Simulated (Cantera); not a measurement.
Cantera run:

```python
import numpy as np
import cantera as ct

gas_names = """
    H HNO HNO2 HNO3 HO2 H2 H2O H2O2 N NH NH2 NH3 NH2OH NO NO2 NO3 N2 N2H2 N2H4 N2O Nb NbO NbO2 O OH O2
    O3
""".split()
cond_names = """
    H2O(s) H2O(L) Nb(cr) Nb(L) NbO(s) NbO(L) NbO2(I) NbO2(II) NbO2(III) NbO2(L) Nb2O5(s) Nb2O5(L)
""".split()


# ... load() reads the species with a 1 bar reference pressure and builds the phases ...
atoms = {
    'Nb': {'Nb': 1},
    'N2O': {'N': 2, 'O': 1},
    'NH3': {'N': 1, 'H': 3},
}
top_T = {}  # K; cautious upper limits of use, not melting points


# ... equilibrate(T, P, feed) seeds the gas with the atoms and calls Mixture.equilibrate('TP', solver="vcs", rtol=1e-11, max_steps=5000) ...
results = []
feed = {'Nb': 1, 'N2O': 17, 'NH3': 9.2}  # mol
T = 1823  # K
for P in [0.1, 0.6, 3.6, 22, 130, 770, 4600, 28000, 170000, 1000000]:
    mix = equilibrate(T, P, feed)
    results.append((T, P, feed, dict(zip(mix.species_names, mix.species_moles))))

top = {s: max(r[3][s] / sum(r[3][g] for g in gas_names) for r in results) for s in gas_names}
cols = sorted((s for s in top if top[s] > 1e-06), key=lambda s: -top[s])[:8]
seen = [c for c in cond_names if any(r[3].get(c, 0) > 1e-12 for r in results)]
print("log10 of partial pressures in bar; condensed amounts in mol")
print(f"{'P/Pa':>10s}" + "".join(f"{s[:9]:>10s}" for s in cols + seen))
for T, P, feed, n in results:
    ng = sum(n[g] for g in gas_names)
    print(f"{P:10.4g}" + "".join(f"{np.log10(max(n[s] / ng * P / 1e5, 1e-99)):10.3f}" for s in cols)
          + "".join(f"{n.get(c, 0):10.4g}" for c in seen))
```

Output:

```
log10 of partial pressures in bar; condensed amounts in mol
      P/Pa        N2       H2O         H        H2        O2         O        OH      NbO2  Nb2O5(L)
       0.1    -6.296    -6.704    -6.973    -7.219    -7.323    -7.483    -7.615    -7.630         0
       0.6    -5.471    -5.761    -6.651    -6.576    -6.724    -7.183    -6.994    -7.496    0.3981
       3.6    -4.675    -4.914    -6.377    -6.026    -6.129    -6.886    -6.422    -7.645    0.4884
        22    -3.882    -4.097    -6.127    -5.527    -5.494    -6.568    -5.855    -7.803    0.4987
       130    -3.107    -3.312    -5.902    -5.077    -4.824    -6.233    -5.294    -7.971    0.4999
       770    -2.334    -2.533    -5.691    -4.656    -4.107    -5.875    -4.726    -8.150       0.5
      4600    -1.557    -1.753    -5.489    -4.252    -3.357    -5.500    -4.148    -8.338       0.5
   2.8e+04    -0.772    -0.968    -5.290    -3.854    -2.581    -5.112    -3.561    -8.532       0.5
   1.7e+05     0.011    -0.184    -5.093    -3.460    -1.800    -4.722    -2.974    -8.727       0.5
     1e+06     0.781     0.586    -4.901    -3.075    -1.031    -4.337    -2.397    -8.919       0.5
```

Equilibrium computed with Cantera from the NASA thermochemical tables; the gas is ideal and each condensed phase is pure. Condensed phases not in the tables: the oxides between NbO2 and Nb2O5.
